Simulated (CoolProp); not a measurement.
R507A along the isotherm 313.8 K: density (kg/m³) from the reference equation and from simpler models built on Tc = 343.8 K, pc = 3705 kPa, ω = 0.286; each cubic takes its own stable root.

Values from CoolProp's reference Helmholtz-energy equation of state, Lemmon 2003. It is a pseudo-pure fit of the blend.

```
p (kPa)   phase  reference
-------  ------  ---------
505         gas      20.61
1010        gas      45.14
3030     liquid      984.3
3540     liquid      992.8
4040     liquid       1001
4550     liquid       1008
5050     liquid       1014
5560     liquid       1021
```

Q: How far does each simpler model (van der Waals, Soave-Redlich-Kwong, Peng-Robinson) lie from the reference over these 8 states: mean and median of the absolute difference, and the worst?

A: 
- van der Waals: mean 30.5 %, median 38.7 %, worst -41.8 % at 313.8 K and 3030 kPa
- Soave-Redlich-Kwong: mean 12.6 %, median 16.0 %, worst -17.5 % at 313.8 K and 3030 kPa
- Peng-Robinson: mean 4.3 %, median 5.3 %, worst -6.8 % at 313.8 K and 3030 kPa
